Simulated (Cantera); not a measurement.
A closed system holds: 1 mol PbS, 1000 mol H2, equilibrated at 0.0280 bar.

Equilibrium computed with Cantera from the NASA thermochemical tables; the gas is ideal and each condensed phase is pure. Candidate condensed phases: Pb, PbS, S; 10 gas species. Kinetics and transport are ignored.

Question: Which condensed phases are stable at each of these points (T (K)): 600, 625, 650, 675, 700, 725, 750?

Answer: 
```
T (K)  condensed phases  Pb condensed (%)
-----  ----------------  ----------------
600      Pb(s) + PbS(s)             100.0
625      Pb(l) + PbS(s)             100.0
650      Pb(l) + PbS(s)             100.0
675      Pb(l) + PbS(s)             100.0
700      Pb(l) + PbS(s)             100.0
725      Pb(l) + PbS(s)             100.0
750      Pb(l) + PbS(s)              99.9
```

At 600 K the condensed part is Pb(s) + PbS(s). From 625 K to 750 K the condensed part is Pb(l) + PbS(s).
